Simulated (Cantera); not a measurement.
What does this Cantera script print?

```python
import numpy as np
import cantera as ct

gas = ct.Solution("gri30.yaml")


def delay(T, t_max=10):
    gas.TPX = T, 101325, {'CH4': 1, 'O2': 1.82, 'N2': 6.84, 'H2O': 0.66}
    reactor = ct.IdealGasConstPressureReactor(gas, clone=False)
    net = ct.ReactorNet([reactor])
    net.rtol, net.atol = 1e-8, 1e-16
    while net.time < t_max:
        t_old, T_old = net.time, reactor.T
        net.step()
        if reactor.T > T + 400:  # ignition: a rise of 400 K
            return t_old + (T + 400 - T_old) / (reactor.T - T_old) * (net.time - t_old)
    return np.nan


taus = []
for T in [1048, 1098, 1148, 1198, 1248, 1298, 1348, 1398]:
    taus.append(delay(T))
    print(f"T0 = {T:6g} K   tau = {taus[-1]:.4e} s")
```

Result:

```
T0 =   1048 K   tau = 5.4775e-01 s
T0 =   1098 K   tau = 2.4874e-01 s
T0 =   1148 K   tau = 1.1727e-01 s
T0 =   1198 K   tau = 5.7288e-02 s
T0 =   1248 K   tau = 2.8911e-02 s
T0 =   1298 K   tau = 1.5021e-02 s
T0 =   1348 K   tau = 8.0143e-03 s
T0 =   1398 K   tau = 4.3882e-03 s
```

Computed with Cantera and GRI-Mech 3.0 (53 species, 325 reactions).
